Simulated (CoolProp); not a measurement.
Propylene at 477.22 K and 0.51 MPa is throttled through a valve to 0.201 MPa with no heat exchange. Each further row changes one setting.

Values from CoolProp's reference Helmholtz-energy equation of state, Lemmon 2013.

```csv
case,temperature change (K),final density (kg/m³)
as stated,…,…
outlet pressure 0.0603 MPa,…,…
outlet pressure 0.261 MPa,…,…
```

Task: Complete the blanks.

Result: 
- as stated, temperature change (K): -1.5
- as stated, final density (kg/m³): 2.15
- outlet pressure 0.0603 MPa, temperature change (K): -2.1
- outlet pressure 0.0603 MPa, final density (kg/m³): 0.644
- outlet pressure 0.261 MPa, temperature change (K): -1.2
- outlet pressure 0.261 MPa, final density (kg/m³): 2.80
